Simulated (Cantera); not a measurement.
**Iron carbonyl, mercury and lead vapours: Fe(CO)₅ + H₂ + N₂**

A closed system holds: 1 mol Fe(CO)₅, a varied amount of H₂, 0.24 mol N₂, equilibrated at 948.15 K and 13.3 mbar.

These are equilibrium values from Cantera (NASA tables, ideal gas, pure condensed phases), not measurements of a reactor. Candidate condensed phases: C, C₆H₆, C₇H₈, C₈H₁₈, Fe, Fe(CO)₅, FeO, Fe(OH)₂, Fe(OH)₃, Fe₂O₃, Fe₃O₄, H₂O; 140 gas species. Condensed phases not in the tables: cementite and carbon dissolved in iron. The numbers say what is thermodynamically allowed, not how fast it happens.

| n(H₂) (mol) | x CO | x H₂ | x N₂ | x CO₂ | x H₂O | x CH₄ | x NH₃ | n C(graphite) | n Fe(α) |
|---|---|---|---|---|---|---|---|---|---|
| 0.034 | 0.927 | 0.00650 | 0.0464 | 0.0200 | 7.76e-5 | 9.65e-8 | 1.26e-9 | 0.104 | 1.00 |
| 0.06 | 0.922 | 0.0114 | 0.0462 | 0.0198 | 0.000136 | 2.97e-7 | 2.92e-9 | 0.104 | 1.00 |
| 0.11 | 0.914 | 0.0207 | 0.0457 | 0.0194 | 0.000244 | 9.81e-7 | 7.11e-9 | 0.103 | 1.00 |
| 0.19 | 0.900 | 0.0353 | 0.0451 | 0.0189 | 0.000409 | 2.84e-6 | 1.57e-8 | 0.103 | 1.00 |
| 0.34 | 0.876 | 0.0614 | 0.0438 | 0.0179 | 0.000692 | 8.60e-6 | 3.54e-8 | 0.102 | 1.00 |
| 0.61 | 0.836 | 0.105 | 0.0417 | 0.0163 | 0.00113 | 2.51e-5 | 7.74e-8 | 0.0999 | 1.00 |
| 1.1 | 0.772 | 0.174 | 0.0384 | 0.0139 | 0.00173 | 6.94e-5 | 1.59e-7 | 0.0969 | 1.00 |
| 2 | 0.676 | 0.277 | 0.0336 | 0.0106 | 0.00241 | 0.000175 | 2.98e-7 | 0.0920 | 1.00 |
| 3.5 | 0.561 | 0.401 | 0.0278 | 0.00731 | 0.00290 | 0.000367 | 4.71e-7 | 0.0851 | 1.00 |
x: gas mole fraction; n: condensed amount in mol.

From 0.034 mol H₂ to 3.5 mol H₂ the condensed part is C(graphite) + Fe(α).
